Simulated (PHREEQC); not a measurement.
Model water analysis in mg/L, 25 °C, pH 6.39, pe 9.6:

```csv
constituent,mg/L
Na,385
K,4.11
Ca,420
Mg,187
Cl,632
S(6) as SO4,1520
Alkalinity as HCO3,218
Br,41.5
N(5) as NO3,9.54
Cd,4.06
```

Valence states are taken as typed.

Computed with PHREEQC (ion-association model, wateq4f.dat).

```
Property                       Value
--------------------  --------------
ionic strength        0.0656 mol/kgw
charge-balance error          -0.5 %
```

| species | molality | activity | log γ |
|---|---|---|---|
| Cl- | 0.0179 | 0.0142 | -0.100 |
| Na+ | 0.0164 | 0.0133 | -0.093 |
| SO4-2 | 0.0103 | 0.00438 | -0.370 |
| Ca+2 | 0.00753 | 0.00331 | -0.357 |
| Mg+2 | 0.00523 | 0.00237 | -0.344 |
| HCO3- | 0.00332 | 0.00270 | -0.090 |
| CaSO4 | 0.00285 | 0.00289 | 0.007 |
| CO2 | 0.00244 | 0.00248 | 0.007 |
| MgSO4 | 0.00239 | 0.00243 | 0.007 |
| Br- | 0.000521 | 0.000419 | -0.094 |
| NaSO4- | 0.000358 | 0.000291 | -0.090 |
| NO3- | 0.000154 | 0.000121 | -0.104 |
| CaHCO3+ | 0.000139 | 0.000114 | -0.087 |

This is a speciation only: nothing precipitates in the calculation. The solution is supersaturated, for example in Otavite, so a real one may precipitate; this is no full list. Complexes and solids missing from the database can't appear.
